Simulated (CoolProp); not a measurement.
A single-stage vapour-compression cycle with trans-2-butene: evaporating at 270.15 K (dew point), condensing at 300.15 K (bubble point), superheat 8 K, subcooling 2 K, compressor efficiency 0.75, no pressure losses. Each further row changes one setting.

The numbers come from the reference Helmholtz-energy equation of state, Lemmon 2005 in CoolProp. It is a short technical equation, of lower accuracy than the large ones.

```
case                              cooling COP  pressure ratio  discharge temperature (K)  refrigerating effect (kJ/kg)  volumetric capacity (kJ/m³)
--------------------------------  -----------  --------------  -------------------------  ----------------------------  ---------------------------
as stated                                   …            2.86                      318.5                           358                          783
evaporating temperature 275.15 K         7.66               …                      316.3                           364                          955
condensing temperature 295.15 K          7.54               …                      312.3                           369                          808
subcooling 7 K                           6.36            2.86                      318.5                           369                          808
superheat 18 K                           6.18            2.86                      328.8                             …                          785
compressor efficiency 0.65               5.34            2.86                      323.6                           358                          783
```

What belongs in the gaps?


- as stated, cooling COP: 6.16
- evaporating temperature 275.15 K, pressure ratio: 2.36
- condensing temperature 295.15 K, pressure ratio: 2.44
- superheat 18 K, refrigerating effect (kJ/kg): 373
